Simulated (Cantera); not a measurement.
What does this Cantera script print?

```python
import numpy as np
import cantera as ct

gas_names = """
    Fe FeO Fe(OH)2 H HNO HNO2 HNO3 HO2 H2 H2O H2O2 H2S H2SO4 N NH NH2 NH3 NH2OH NO NO2 NO3 N2 N2H2 N2H4
    N2O O OH O2 O3 S SH SN SO SO2 SO3 S2 S2O S8
""".split()
cond_names = """
    Fe(a) Fe(c) Fe(d) Fe(L) FeO(s) FeO(L) Fe(OH)2(s) Fe(OH)3(s) FeS(a) FeS(b) FeS(c) FeS(L) FeSO4(s)
    FeS2(s) Fe2O3(s) Fe2S3O12(s) Fe3O4(s) H2O(s) H2O(L) H2SO4(L) S(cr1) S(cr2) S(L)
""".split()


# ... load() reads the species with a 1 bar reference pressure and builds the phases ...
atoms = {
    'Fe': {'Fe': 1},
    'NH3': {'N': 1, 'H': 3},
    'H2': {'H': 2},
    'SO2': {'S': 1, 'O': 2},
}
top_T = {'FeSO4(s)': 950, 'FeS2(s)': 1010, 'Fe2O3(s)': 1830, 'Fe2S3O12(s)': 1100, 'Fe3O4(s)': 1870}  # K; cautious upper limits of use, not melting points


# ... equilibrate(T, P, feed) seeds the gas with the atoms and calls Mixture.equilibrate('TP', solver="vcs", rtol=1e-11, max_steps=5000) ...
results = []
feed = {'Fe': 1, 'NH3': 0.45, 'H2': 12, 'SO2': 0.42}  # mol
T = 1973  # K
P = 28  # Pa
mix = equilibrate(T, P, feed)
results.append((T, P, feed, dict(zip(mix.species_names, mix.species_moles))))
x = sorted(zip(gas.X, gas.species_names), reverse=True)
print(f"T = {T:g} K  P = {P:g} Pa  gas = {mix.phase_moles(0):.4g} mol")
print("   x: " + "  ".join(f"{s} {v:.3e}" for v, s in x if v > 0.0001))
print("   condensed (mol): " + ("  ".join(f"{mix.phase(i).name} {mix.phase_moles(i):.4g}"
      for i in range(1, mix.n_phases) if mix.phase_moles(i) > 1e-12) or "none"))
```

It prints:

```
T = 1973 K  P = 28 Pa  gas = 14.74 mol
   x: H2 7.704e-01  H 7.078e-02  Fe 6.774e-02  H2O 5.115e-02  N2 1.526e-02  S 1.053e-02  S2 4.395e-03  SO 4.143e-03  SH 3.914e-03  SO2 5.568e-04  H2S 5.437e-04  OH 4.461e-04
   condensed (mol): none
```

These are equilibrium values from Cantera (NASA tables, ideal gas, pure condensed phases), not measurements of a reactor.
